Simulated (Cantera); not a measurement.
Input: 1 mol Al(CH3)3, 42 mol H2O, 2 mol N2, equilibrated at 2048 K and 12.0 mbar.

Method: chemical equilibrium by Gibbs-energy minimisation in Cantera with the NASA 1993 tables (ideal gas, pure condensed phases). Candidate condensed phases: Al, AlN, Al2O3, C, C6H6, C7H8, C8H18, H2O; 148 gas species. The feed counts by its element totals alone. The numbers say what is thermodynamically allowed, not how fast it happens.

Task: What is the equilibrium state?

Result: 
| Item | Result |
|---|---|
| x(H2O) | 0.695 |
| x(H2) | 0.196 |
| x(N2) | 0.0386 |
| x(CO) | 0.0332 |
| x(CO2) | 0.0247 |
| x(H) | 0.00905 |
| x(OH) | 0.00349 |
| x(O2) | 0.000177 |
| x(O) | 0.000116 |
| n(Al2O3(s)) | 0.500 mol |
| gas amount | 51.84 mol |
| log10 activity of C(graphite) (absent) | -7.96 |
| log10 activity of Al(l) (absent) | -8.73 |
